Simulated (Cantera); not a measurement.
An adiabatic, constant-volume homogeneous reactor starts with CH₄ : O₂ : N₂ : H₂O = 1 : 2.6 : 9.77 : 1.3 (molar parts), equivalence ratio 0.77, at 1125 K and 1.00 bar. Integrator tolerance rtol = 1e-08.

Computed with Cantera and GRI-Mech 3.0 (53 species, 325 reactions).

Task: What does this change do: CH4 1 to 2 parts?

Result: 
```
quantity                                                            before                                      after
---------------------------------  ---------------------------------------  -----------------------------------------
time of steepest temperature rise                                  0.138 s                                    0.199 s
temperature at 2.00 s                                               2566 K                                     2637 K
equilibrium temperature                                             2566 K                                     2637 K
x(CH₄) at 2.00 s                     <1e-12 (gas-phase equilibrium <1e-12)  2.43e-12 (gas-phase equilibrium 2.80e-12)
x(O₂) at 2.00 s                      0.0388 (gas-phase equilibrium 0.0388)  0.000360 (gas-phase equilibrium 0.000360)
x(H₂O) at 2.00 s                       0.209 (gas-phase equilibrium 0.209)        0.220 (gas-phase equilibrium 0.220)
x(O) at 2.00 s                     0.00259 (gas-phase equilibrium 0.00259)  0.000327 (gas-phase equilibrium 0.000327)
x(C₂H₂) at 2.00 s                    <1e-12 (gas-phase equilibrium <1e-12)      <1e-12 (gas-phase equilibrium <1e-12)
x(C₂H₆) at 2.00 s                    <1e-12 (gas-phase equilibrium <1e-12)      <1e-12 (gas-phase equilibrium <1e-12)
```

Task: What does this change do: initial temperature 1125 to 1525 K?

Result: 
```json
[
 {"quantity": "time of steepest temperature rise", "before": "0.138 s", "after": "0.946 ms"},
 {"quantity": "temperature at 2.00 s", "before": "2566 K", "after": "2715 K"},
 {"quantity": "equilibrium temperature", "before": "2566 K", "after": "2715 K"},
 {"quantity": "x(CH₄) at 2.00 s", "before": "<1e-12 (gas-phase equilibrium <1e-12)", "after": "<1e-12 (gas-phase equilibrium <1e-12)"},
 {"quantity": "x(O₂) at 2.00 s", "before": "0.0388 (gas-phase equilibrium 0.0388)", "after": "0.0410 (gas-phase equilibrium 0.0410)"},
 {"quantity": "x(H₂O) at 2.00 s", "before": "0.209 (gas-phase equilibrium 0.209)", "after": "0.195 (gas-phase equilibrium 0.195)"},
 {"quantity": "x(O) at 2.00 s", "before": "0.00259 (gas-phase equilibrium 0.00259)", "after": "0.00579 (gas-phase equilibrium 0.00579)"},
 {"quantity": "x(C₂H₂) at 2.00 s", "before": "<1e-12 (gas-phase equilibrium <1e-12)", "after": "<1e-12 (gas-phase equilibrium <1e-12)"},
 {"quantity": "x(C₂H₆) at 2.00 s", "before": "<1e-12 (gas-phase equilibrium <1e-12)", "after": "<1e-12 (gas-phase equilibrium <1e-12)"}
]
```

Task: What does this change do: pressure from 1.00 bar to 1.40 bar?

Result: 
```tsv
quantity	before	after
time of steepest temperature rise	0.138 s	97.8 ms
temperature at 2.00 s	2566 K	2581 K
equilibrium temperature	2566 K	2581 K
x(CH₄) at 2.00 s	<1e-12 (gas-phase equilibrium <1e-12)	<1e-12 (gas-phase equilibrium <1e-12)
x(O₂) at 2.00 s	0.0388 (gas-phase equilibrium 0.0388)	0.0384 (gas-phase equilibrium 0.0384)
x(H₂O) at 2.00 s	0.209 (gas-phase equilibrium 0.209)	0.210 (gas-phase equilibrium 0.210)
x(O) at 2.00 s	0.00259 (gas-phase equilibrium 0.00259)	0.00233 (gas-phase equilibrium 0.00233)
x(C₂H₂) at 2.00 s	<1e-12 (gas-phase equilibrium <1e-12)	<1e-12 (gas-phase equilibrium <1e-12)
x(C₂H₆) at 2.00 s	<1e-12 (gas-phase equilibrium <1e-12)	<1e-12 (gas-phase equilibrium <1e-12)
```
